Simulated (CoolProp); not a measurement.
A closed Brayton cycle with nitrogen: compressor inlet 322.15 K and 4.2 MPa, high pressure 13.6 MPa, turbine inlet 770 K, compressor efficiency 0.8, turbine efficiency 0.85, recuperator effectiveness 0.9 (on enthalpy, no pinch check). Each further row changes one setting.

Values from CoolProp's reference Helmholtz-energy equation of state, Span 2000.

| case | thermal efficiency (%) | net work (kJ/kg) | compressor to turbine work | compressor exit (K) | turbine exit (K) |
|---|---|---|---|---|---|
| as stated | ___ | 30.1 | 0.85 | 483.9 | 590.7 |
| turbine inlet 720 K | 8.4 | ___ | 0.91 | 483.9 | 550.7 |
| compressor inlet 332.15 K | 11.5 | 24.5 | 0.88 | 498.7 | 590.7 |
| high pressure 11.6 MPa | ___ | 33.4 | ___ | 458.7 | ___ |
| recuperator effectiveness 0.5 | 11.5 | 30.1 | 0.85 | 483.9 | 590.7 |

Q: What belongs in the gaps?

A: 
- as stated, thermal efficiency (%): 13.9
- turbine inlet 720 K, net work (kJ/kg): 16.8
- high pressure 11.6 MPa, thermal efficiency (%): 16.9
- high pressure 11.6 MPa, compressor to turbine work: 0.81
- high pressure 11.6 MPa, turbine exit (K): 612.1
